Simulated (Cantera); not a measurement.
Input (Python, Cantera) and output of one run.

```python
import numpy as np
import cantera as ct

gas_names = [...]  # 151 gases of nasa_gas.yaml made of C, H, N, O, Si
cond_names = """
    C(gr) C6H6(L) C7H8(L) C8H18(L),n-octa H2O(s) H2O(L) Si(cr) Si(L) SiC(b) SiO2(Lqz) SiO2(hqz) SiO2(L)
    Si2N2O(s) Si3N4(a)
""".split()


# ... load() reads the species with a 1 bar reference pressure and builds the phases ...
atoms = {
    'HMDSO': {'Si': 2, 'C': 6, 'H': 18, 'O': 1},
    'H2O': {'H': 2, 'O': 1},
    'N2': {'N': 2},
}
top_T = {'C(gr)': 4500, 'SiC(b)': 3050, 'Si2N2O(s)': 2100, 'Si3N4(a)': 2400}  # K; cautious upper limits of use, not melting points


# ... equilibrate(T, P, feed) seeds the gas with the atoms and calls Mixture.equilibrate('TP', solver="vcs", rtol=1e-11, max_steps=5000) ...
results = []
feed = {'HMDSO': 1, 'H2O': 0.47, 'N2': 88}  # mol
P = 500  # Pa
for T in [1073, 1173, 1273, 1373, 1473, 1573, 1673, 1773, 1873]:
    mix = equilibrate(T, P, feed)
    results.append((T, P, feed, dict(zip(mix.species_names, mix.species_moles))))

top = {s: max(r[3][s] / sum(r[3][g] for g in gas_names) for r in results) for s in gas_names}
cols = sorted((s for s in top if top[s] > 0.001), key=lambda s: -top[s])[:6]
seen = [c for c in cond_names if any(r[3].get(c, 0) > 1e-12 for r in results)]
print("log10 of partial pressures in bar; condensed amounts in mol")
print(f"{'T/K':>10s}" + "".join(f"{s[:9]:>10s}" for s in cols + seen))
for T, P, feed, n in results:
    ng = sum(n[g] for g in gas_names)
    print(f"{T:10.4g}" + "".join(f"{np.log10(max(n[s] / ng * P / 1e5, 1e-99)):10.3f}" for s in cols)
          + "".join(f"{n.get(c, 0):10.4g}" for c in seen))
```

Result:

```
log10 of partial pressures in bar; condensed amounts in mol
       T/K        N2        H2        CO         H       HCN     C(gr)    SiC(b) Si2N2O(s)
      1073    -2.348    -3.311    -4.615    -9.509    -7.642     5.529         0         1
      1173    -2.348    -3.311    -4.615    -8.584    -7.090     5.528         0         1
      1273    -2.348    -3.311    -4.615    -7.802    -6.626     5.525         0         1
      1373    -2.348    -3.311    -4.616    -7.133    -6.231     5.519         0    0.9999
      1473    -2.352    -3.321    -4.130    -6.558    -5.896     2.509     1.997         0
      1573    -2.352    -3.322    -4.130    -6.052    -5.600     2.486     1.996         0
      1673    -2.352    -3.323    -4.131    -5.605    -5.339     2.447     1.994         0
      1773    -2.353    -3.327    -4.132    -5.209    -5.110     2.384     1.992         0
      1873    -2.353    -3.333    -4.133    -4.857    -4.907     2.293     1.984         0
```

Cantera equilibrium calculation (NASA polynomials, part measured and part estimated; ideal gas, pure solids and liquids). The feed counts by its element totals alone. N2 is the only nitrogen source here; it is nearly inert below about 1500 K, so the nitride shown seldom forms there in practice.
